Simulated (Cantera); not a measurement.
A closed system holds: 1 mol Pb, 4.8 mol NH3, 8.6 mol N2, held at 6800 Pa.

These are equilibrium values from Cantera (NASA tables, ideal gas, pure condensed phases), not measurements of a reactor. Candidate condensed phases: Pb; 11 gas species. Equilibrium is a limit: real reactors are often held back by kinetics, nucleation or transport.

x: gas mole fraction; n: condensed amount in mol.

```
T (K)   x N2   x H2        x Pb         x H     n Pb(l)
-----  -----  -----  ----------  ----------  ----------
998    0.604  0.396    0.000228     5.19e-9       0.996
1048   0.604  0.395    0.000657     1.86e-8       0.988
1098   0.603  0.395     0.00172     5.96e-8       0.969
1148   0.602  0.394     0.00412     1.72e-7       0.925
1198   0.599  0.392     0.00917     4.56e-7       0.831
1248   0.593  0.388  (withheld)  (withheld)  (withheld)
1298   0.582  0.381      0.0376     2.54e-6       0.289
1348   0.573  0.375      0.0521  (withheld)           0
1398   0.573  0.375      0.0521     1.11e-5           0
1448   0.573  0.375      0.0521     2.16e-5           0
1498   0.573  0.375      0.0521     4.04e-5           0
```

Problem. Some entries are withheld; supply them.

Solution. 
- 1348, x H: 5.43e-6
- 1248, x Pb: 0.0191
- 1248, x H: 1.12e-6
- 1248, n Pb(l): 0.645
